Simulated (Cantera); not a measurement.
Charge: 1 mol SiH₂Cl₂, 0.23 mol C₂H₄, 1100 mol H₂, held at 1850 K and 100000 Pa.

Equilibrium computed with Cantera from the NASA thermochemical tables; the gas is ideal and each condensed phase is pure. Candidate condensed phases: C, C₆H₆, C₇H₈, C₈H₁₈, Si, SiC; 109 gas species. Mutual solubility and eutectic melting of coexisting phases are not modelled. Gases not in the tables: Si₂H₆ and higher silanes. Equilibrium is a limit: real reactors are often held back by kinetics, nucleation or transport.

Base state: H₂ 0.998, HCl 0.00179, H 0.000538, SiH₂ 4.21e-5, CH₄ 1.96e-5 (mole fractions); condensed: Si(l) + SiC(s).

**Question.** What changes in the equilibrium state with this change: H₂ from 1100 to 27 mol?

**Answer.** 
```json
[
 {"species": "H₂", "before": "0.998", "after": "0.940"},
 {"species": "HCl", "before": "0.00179", "after": "0.0511"},
 {"species": "SiCl₂", "before": "9.31e-6", "after": "0.00802"},
 {"species": "SiCl₃", "before": "6.81e-9", "after": "0.000172"},
 {"species": "SiHCl₃", "before": "1.15e-9", "after": "2.84e-5"},
 {"species": "SiH₂Cl₂", "before": "3.35e-8", "after": "2.72e-5"},
 {"species": "Cl", "before": "7.35e-7", "after": "2.16e-5"},
 {"species": "SiCl", "before": "7.51e-7", "after": "2.20e-5"},
 {"species": "Si(l), mol", "before": "0.489", "after": "0.295"},
 {"species": "SiC(s), mol", "before": "0.438", "after": "0.459"}
]
```
The tables' values for SiCl₃, SiCl are old estimates; treat these amounts as uncertain.
